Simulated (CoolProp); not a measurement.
Properties of n-perfluorohexane along the isobar 4150 kPa (Tc = 448.0 K, pc = 1742 kPa, ω = 0.497).

Model: reference Helmholtz-energy equation of state, Gao 2022, in CoolProp.

| T (K) | phase | Z | cp (kJ/(kg K)) | cv (kJ/(kg K)) | Joule-Thomson coefficient (K/MPa) | isothermal compressibility (1/MPa) | fugacity coefficient |
|---|---|---|---|---|---|---|---|
| 275.3 | liquid | 0.3491 | 1.007 | 0.8194 | -0.3277 | 0.001950 | ___ |
| 287.8 | liquid | 0.3404 | 1.026 | 0.8377 | -0.3100 | 0.002200 | 0.006097 |
| 300.3 | liquid | 0.3328 | 1.044 | 0.8554 | -0.2901 | 0.002503 | 0.01056 |
| 312.7 | liquid | 0.3263 | 1.062 | 0.8722 | -0.2676 | 0.002870 | 0.01718 |
| 325.2 | liquid | 0.3206 | 1.079 | 0.8886 | -0.2416 | 0.003329 | 0.02666 |
| 337.7 | liquid | 0.3159 | 1.097 | 0.9044 | -0.2110 | 0.003905 | 0.03951 |
| 350.2 | liquid | 0.3121 | ___ | 0.9197 | -0.1746 | 0.004643 | 0.05627 |
| 362.7 | liquid | 0.3092 | 1.132 | 0.9346 | -0.1305 | ___ | 0.07733 |
| 375.1 | liquid | 0.3074 | 1.150 | 0.9490 | -0.07637 | 0.006875 | 0.1027 |
| 387.6 | liquid | 0.3066 | 1.169 | 0.9632 | -0.007661 | 0.008619 | 0.1330 |
| 400.1 | liquid | 0.3072 | 1.188 | 0.9772 | 0.08090 | 0.01106 | 0.1679 |
| 412.6 | liquid | 0.3093 | 1.209 | 0.9911 | 0.1979 | 0.01459 | 0.2070 |
| 425 | liquid | 0.3132 | 1.231 | 1.005 | 0.3551 | 0.01981 | 0.2495 |
| 437.5 | liquid | 0.3197 | 1.257 | 1.019 | 0.5765 | 0.02794 | 0.2956 |
| 450 | supercritical | 0.3296 | 1.287 | 1.032 | 0.8970 | 0.04107 | 0.3439 |

What belongs in the gaps?


- 275.3, fugacity coefficient: 0.003287
- 350.2, cp (kJ/(kg K)): 1.115
- 362.7, isothermal compressibility (1/MPa): 0.005605
